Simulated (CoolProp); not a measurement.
The numbers come from the reference Helmholtz-energy equation of state, de Vries 1995 in CoolProp.

Q: For R124, give the phase and the cp (kJ/(kg K)), Joule-Thomson coefficient (K/MPa) at 196.85 °C and 0.984 bar.

A: 
- 196.85 °C and 0.984 bar: gas; cp 0.952, Joule-Thomson coefficient 5.61
